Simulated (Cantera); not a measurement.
Cantera run:

```python
import numpy as np
import cantera as ct

gas_names = """
    C CH CH2 CH3 CH2OH CH3O CH4 CH3OH CO COS CO2 COOH CS CS2 C2 C2H CHCO,ketyl C2H2,acetylene
    C2H2,vinylidene CH2CO,ketene C2H3,vinyl CH3CO,acetyl C2H4 C2H4O,ethylen CH3CHO,ethanal CH3COOH
    (HCOOH)2 C2H5 C2H6 CH3OCH3 C2H5OH C2O C3 C3H3,propargyl C3H4,allene C3H4,propyne C3H4,cyclo-
    C3H5,allyl C3H6,propylene C3H6,cyclo- C3H6O C3H7,n-propyl C3H7,i-propyl C3H8 C3H8O,1propanol
    C3H8O,2propanol C3O2 C4 C4H2 C4H4,1,3-cyclo- C4H6,butadiene C4H6,2-butyne C4H6,cyclo- C4H8,1-butene
    C4H8,cis2-buten C4H8,tr2-butene C4H8,isobutene C4H8,cyclo- (CH3COOH)2 C4H9,n-butyl C4H9,i-butyl
    C4H9,s-butyl C4H9,t-butyl C4H10,isobutane C4H10,n-butane C5 C5H6,1,3cyclo- C5H8,cyclo-
    C5H10,1-pentene C5H10,cyclo- C5H11,pentyl C5H11,t-pentyl C5H12,n-pentane C5H12,i-pentane
    CH3C(CH3)2CH3 C6H2 C6H5,phenyl C6H5O,phenoxy C6H6 C6H5OH,phenol C6H10,cyclo- C6H12,1-hexene
    C6H12,cyclo- C6H13,n-hexyl C7H7,benzyl C7H8 C7H8O,cresol C7H14,1-heptene C7H15,n-heptyl
    C7H16,n-heptane C8H8,styrene C8H10,ethylbenz C8H16,1-octene C8H17,n-octyl C8H18,isooctane
    C8H18,n-octane C9H19,n-nonyl C10H8,naphthale C10H21,n-decyl C12H9,o-bipheny C12H10,bipheny H HCO HO2
    H2 HCHO,formaldehy HCOOH H2O H2O2 H2S H2SO4 Na NaH NaO NaOH Na2 Na2O Na2O2H2 Na2SO4 O OH O2 O3 S SH
    SO SO2 SO3 S2 S2O S8
""".split()
cond_names = """
    C(gr) C6H6(L) C7H8(L) C8H18(L),n-octa H2O(s) H2O(L) H2SO4(L) Na(cr) Na(L) NaOH(a) NaOH(L) NaO2(s)
    Na2CO3(I) Na2CO3(II) Na2CO3(L) Na2O(c) Na2O(a) Na2O(L) Na2O2(a) Na2O2(b) Na2S(1) Na2S(2) Na2S(L)
    Na2SO4(V) Na2SO4(IV) Na2SO4(I) Na2SO4(L) S(cr1) S(cr2) S(L)
""".split()


def load(file, names, dense=False):
    # The tables refer to 1 bar. Condensed volumes are neglected.
    table = {s.name: s for s in ct.Species.list_from_file(file)}
    out = []
    for n in names:
        d = dict(table[n].input_data)
        d["thermo"] = dict(d["thermo"], **{"reference-pressure": 1e5})
        if dense:
            d["equation-of-state"] = {"model": "constant-volume", "density": "1e6 g/cm^3"}
        out.append(ct.Species.from_dict(d))
    return out


gas = ct.Solution(thermo="ideal-gas", species=load("nasa_gas.yaml", gas_names))
cond = {s.name: ct.Solution(thermo="fixed-stoichiometry", species=[s], name=s.name)
        for s in load("nasa_condensed.yaml", cond_names, dense=True)}
atoms = {
    'Na2SO4': {'Na': 2, 'S': 1, 'O': 4},
    'C': {'C': 1},
    'H2': {'H': 2},
}
top_T = {'C(gr)': 4500, 'NaO2(s)': 800, 'Na2O2(b)': 940}  # K; cautious upper limits of use, not melting points


def equilibrate(T, P, feed):
    n = {}
    for name, mol in feed.items():
        for a, k in atoms[name].items():
            n[a] = n.get(a, 0.0) + k * mol
    gas.TPX = T, P, n
    mass = sum(n.values()) * gas.mean_molecular_weight
    gas.equilibrate("TP")
    valid = [c for c in cond.values() if c.min_temp <= T <= top_T.get(c.name, c.max_temp)]
    mix = ct.Mixture([(gas, mass / gas.mean_molecular_weight)] + [(c, 0.0) for c in valid])
    mix.T, mix.P = T, P
    mix.equilibrate("TP", solver="vcs", rtol=1e-11, max_steps=5000)
    return mix


results = []
feed = {'Na2SO4': 1, 'C': 0.0084, 'H2': 0.097}  # mol
T = 1675  # K
P = 86  # Pa
mix = equilibrate(T, P, feed)
results.append((T, P, feed, dict(zip(mix.species_names, mix.species_moles))))
x = sorted(zip(gas.X, gas.species_names), reverse=True)
print(f"T = {T:g} K  P = {P:g} Pa  gas = {mix.phase_moles(0):.4g} mol")
print("   x: " + "  ".join(f"{s} {v:.3e}" for v, s in x if v > 1e-06))
print("   condensed (mol): " + ("  ".join(f"{mix.phase(i).name} {mix.phase_moles(i):.4g}"
      for i in range(1, mix.n_phases) if mix.phase_moles(i) > 1e-12) or "none"))
```

It prints:

```
T = 1675 K  P = 86 Pa  gas = 3.926 mol
   x: Na 4.725e-01  SO2 2.517e-01  O2 2.288e-01  NaOH 2.978e-02  H2O 9.516e-03  Na2SO4 2.872e-03  CO2 2.132e-03  NaO 1.399e-03  OH 5.635e-04  O 5.572e-04  SO 7.898e-05  SO3 5.947e-05  H 1.281e-05  H2 1.046e-05  CO 7.769e-06  Na2O 5.356e-06  Na2 2.292e-06
   condensed (mol): none
```

These are equilibrium values from Cantera (NASA tables, ideal gas, pure condensed phases), not measurements of a reactor.
